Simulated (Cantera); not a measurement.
# Adiabatic ignition

An adiabatic, constant-pressure homogeneous reactor starts with 7.33 % CH₄, 0.513 % C₂H₆, 19.4 % O₂, 72.8 % N₂, at 1198 K and 825 Torr.

Model: GRI-Mech 3.0 (53 species, 325 reactions), integrated in Cantera.

```
t (s)     T (K)   x CH₄   x C₂H₆    x O₂    x CH₂O      x CO    x HO₂
--------  -----  ------  -------  ------  --------  --------  -------
6.00e-6    1198  0.0733  0.00513   0.194  2.25e-10    <1e-12  4.29e-9
1.79e-5    1198  0.0733  0.00513   0.194   2.02e-9    <1e-12  1.41e-8
5.35e-5    1198  0.0733  0.00513   0.194   1.81e-8  5.27e-12  5.41e-8
0.000160   1198  0.0733  0.00513   0.194   1.65e-7  1.55e-10  2.63e-7
0.000477   1198  0.0733  0.00513   0.194   1.71e-6   5.78e-9  1.49e-6
0.00142    1198  0.0733  0.00511   0.193   2.90e-5   5.08e-7  6.57e-6
0.00425    1202  0.0725  0.00491   0.193  0.000446   6.84e-5  1.72e-5
0.0127     2570  <1e-12   <1e-12  0.0334  4.90e-11    0.0177  5.29e-6
0.0379     2563  <1e-12   <1e-12  0.0314  4.91e-11    0.0177  4.97e-6
0.113      2563  <1e-12   <1e-12  0.0314  4.91e-11    0.0177  4.97e-6
0.338      2563  <1e-12   <1e-12  0.0314  4.91e-11    0.0177  4.97e-6
1.01       2563  <1e-12   <1e-12  0.0314  4.91e-11    0.0177  4.97e-6
3.01       2563  <1e-12   <1e-12  0.0314  4.91e-11    0.0177  4.97e-6
9.00       2563  <1e-12   <1e-12  0.0314  4.91e-11    0.0177  4.97e-6
```
x: mole fraction; the columns are a selection and need not sum to one.

```json
{
 "time_of_steepest_temperature_rise": "8.02 ms",
 "temperature at 9.00 s": "2563 K",
 "equilibrium_temperature": "2563 K",
 "x(CH₄) at 9.00 s": "<1e-12 (gas-phase equilibrium <1e-12)",
 "x(C₂H₆) at 9.00 s": "<1e-12 (gas-phase equilibrium <1e-12)",
 "x(O₂) at 9.00 s": "0.0314 (gas-phase equilibrium 0.0314)"
}
```
